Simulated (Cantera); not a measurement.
**Thermodynamics of boron, boron nitride and boron oxide, feed borazine + O2**

Charge: 1 mol borazine, 0.23 mol O2, held at 1798 K and 10.0 mbar.

These are equilibrium values from Cantera (NASA tables, ideal gas, pure condensed phases), not measurements of a reactor. Candidate condensed phases: B, BN, B2O3, B3O3H3, H2O; 39 gas species. The feed counts by its element totals alone. Equilibrium is a limit: real reactors are often held back by kinetics, nucleation or transport.

```yaml
x(H2): 0.841
x(HBO): 0.0612
x(N2): 0.0606
x(B2O2): 0.0170
x(B2O3): 0.00875
x(BO): 0.00420
x(HBO2): 0.00417
x(H): 0.00323
x(H2O): 0.000146
n(BN(s)): 2.58 mol
gas_amount: 3.428 mol
log10 activity of B(s) (absent): -1.08
log10 activity of B3O3H3(s) (absent): -11.91
```
